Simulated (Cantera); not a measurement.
What does this Cantera script print?

```python
import numpy as np
import cantera as ct

gas_names = [...]  # 49 gases of nasa_gas.yaml made of Cl, F, H, N, Si
cond_names = """
    NH4CL(a) NH4CL(b) Si(cr) Si(L) Si3N4(a)
""".split()


# ... load() reads the species with a 1 bar reference pressure and builds the phases ...
atoms = {
    'Si': {'Si': 1},
    'Cl2': {'CL': 2},
    'N2': {'N': 2},
    'HF': {'H': 1, 'F': 1},
}
top_T = {'Si3N4(a)': 2400}  # K; cautious upper limits of use, not melting points


# ... equilibrate(T, P, feed) seeds the gas with the atoms and calls Mixture.equilibrate('TP', solver="vcs", rtol=1e-11, max_steps=5000) ...
results = []
feed = {'Si': 1, 'Cl2': 6, 'N2': 2.1, 'HF': 13}  # mol
P = 1000  # Pa
for T in [950, 1050, 1150, 1250, 1350, 1450, 1550, 1650]:
    mix = equilibrate(T, P, feed)
    results.append((T, P, feed, dict(zip(mix.species_names, mix.species_moles))))

top = {s: max(r[3][s] / sum(r[3][g] for g in gas_names) for r in results) for s in gas_names}
cols = sorted((s for s in top if top[s] > 0.001), key=lambda s: -top[s])[:8]
seen = [c for c in cond_names if any(r[3].get(c, 0) > 1e-12 for r in results)]
print("log10 of partial pressures in bar; condensed amounts in mol")
print(f"{'T/K':>10s}" + "".join(f"{s[:9]:>10s}" for s in cols + seen))
for T, P, feed, n in results:
    ng = sum(n[g] for g in gas_names)
    print(f"{T:10.4g}" + "".join(f"{np.log10(max(n[s] / ng * P / 1e5, 1e-99)):10.3f}" for s in cols)
          + "".join(f"{n.get(c, 0):10.4g}" for c in seen))
```

Result:

```
log10 of partial pressures in bar; condensed amounts in mol
       T/K        HF        CL       HCL       CL2        N2      SiF4
       950    -2.349    -5.103    -2.701    -2.702    -2.981    -3.303
      1050    -2.350    -4.454    -2.702    -2.706    -2.982    -3.304
      1150    -2.352    -3.920    -2.704    -2.717    -2.984    -3.306
      1250    -2.356    -3.481    -2.708    -2.747    -2.988    -3.310
      1350    -2.366    -3.126    -2.718    -2.812    -2.998    -3.320
      1450    -2.380    -2.854    -2.733    -2.939    -3.012    -3.335
      1550    -2.398    -2.668    -2.750    -3.153    -3.030    -3.352
      1650    -2.413    -2.563    -2.765    -3.457    -3.045    -3.367
```

Equilibrium computed with Cantera from the NASA thermochemical tables; the gas is ideal and each condensed phase is pure.
